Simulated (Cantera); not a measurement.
A closed system holds: 1 mol BCl₃, 17 mol N₂, held at 1673 K and 0.133 bar.

These are equilibrium values from Cantera (NASA tables, ideal gas, pure condensed phases), not measurements of a reactor. Candidate condensed phases: B, BN; 10 gas species. The tables' values for BCl₂, BCl are old estimates; treat these amounts as uncertain. The numbers say what is thermodynamically allowed, not how fast it happens.

Base state: N₂ 0.944, BCl₃ 0.0549, Cl 0.00101, BCl₂ 0.000369, BCl 2.91e-5 (mole fractions); condensed: BN(s).

What changes in the equilibrium state with this change: temperature from 1673 K to 1598 K?


```json
[
 {"species": "N₂", "before": "0.944", "after": "0.944"},
 {"species": "BCl₃", "before": "0.0549", "after": "0.0552"},
 {"species": "Cl", "before": "0.00101", "after": "0.000554"},
 {"species": "BCl", "before": "2.91e-5", "after": "6.72e-6"},
 {"species": "BCl₂", "before": "0.000369", "after": "0.000150"},
 {"species": "BN(s), mol", "before": "0.00354", "after": "0.00238"}
]
```
The tables' values for BCl₂ are old estimates; treat these amounts as uncertain.

What changes in the equilibrium state with this change: temperature from 1673 K to 775 K?


```csv
species,before,after
N₂,0.944,0.944
BCl₃,0.0549,0.0556
Cl,0.00101,<1e-9
BCl₂,0.000369,<1e-9
BCl,2.91e-5,<1e-9
"BN(s), mol",0.00354,0
```
